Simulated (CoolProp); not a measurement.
Saturation properties of fluorine (Tc = 144.4 K, pc = 5.240 MPa, ω = 0.045).

Computed with CoolProp (reference Helmholtz-energy equation of state, de Reuck 1990).

```json
[
 {"T (K)": "89.2", "p (MPa)": "0.1594", "liquid density (kg/m³)": "1472", "enthalpy of vaporisation (kJ/kg)": "170.3", "liquid cp (kJ/(kg K))": "1.526"},
 {"T (K)": "91.9", "p (MPa)": "0.2088", "liquid density (kg/m³)": "1452", "enthalpy of vaporisation (kJ/kg)": "167.6", "liquid cp (kJ/(kg K))": "1.538"},
 {"T (K)": "94.5", "p (MPa)": "0.2666", "liquid density (kg/m³)": "1433", "enthalpy of vaporisation (kJ/kg)": "164.8", "liquid cp (kJ/(kg K))": "1.551"},
 {"T (K)": "97.2", "p (MPa)": "0.3385", "liquid density (kg/m³)": "1412", "enthalpy of vaporisation (kJ/kg)": "161.7", "liquid cp (kJ/(kg K))": "1.567"},
 {"T (K)": "99.8", "p (MPa)": "0.4206", "liquid density (kg/m³)": "1392", "enthalpy of vaporisation (kJ/kg)": "158.6", "liquid cp (kJ/(kg K))": "1.584"},
 {"T (K)": "102.5", "p (MPa)": "0.5206", "liquid density (kg/m³)": "1370", "enthalpy of vaporisation (kJ/kg)": "155.2", "liquid cp (kJ/(kg K))": "1.604"},
 {"T (K)": "105.2", "p (MPa)": "0.6370", "liquid density (kg/m³)": "1347", "enthalpy of vaporisation (kJ/kg)": "151.7", "liquid cp (kJ/(kg K))": "1.628"},
 {"T (K)": "107.8", "p (MPa)": "0.7660", "liquid density (kg/m³)": "1325", "enthalpy of vaporisation (kJ/kg)": "148.1", "liquid cp (kJ/(kg K))": "1.654"},
 {"T (K)": "110.5", "p (MPa)": "0.9190", "liquid density (kg/m³)": "1301", "enthalpy of vaporisation (kJ/kg)": "144.1", "liquid cp (kJ/(kg K))": "1.685"},
 {"T (K)": "113.2", "p (MPa)": "1.093", "liquid density (kg/m³)": "1276", "enthalpy of vaporisation (kJ/kg)": "139.8", "liquid cp (kJ/(kg K))": "1.723"},
 {"T (K)": "115.8", "p (MPa)": "1.282", "liquid density (kg/m³)": "1251", "enthalpy of vaporisation (kJ/kg)": "135.4", "liquid cp (kJ/(kg K))": "1.766"},
 {"T (K)": "118.5", "p (MPa)": "1.501", "liquid density (kg/m³)": "1223", "enthalpy of vaporisation (kJ/kg)": "130.6", "liquid cp (kJ/(kg K))": "1.821"},
 {"T (K)": "121.2", "p (MPa)": "1.747", "liquid density (kg/m³)": "1194", "enthalpy of vaporisation (kJ/kg)": "125.3", "liquid cp (kJ/(kg K))": "1.890"},
 {"T (K)": "123.8", "p (MPa)": "2.009", "liquid density (kg/m³)": "1165", "enthalpy of vaporisation (kJ/kg)": "119.8", "liquid cp (kJ/(kg K))": "1.974"}
]
```

It boils at 85.0 K under 1 atm.
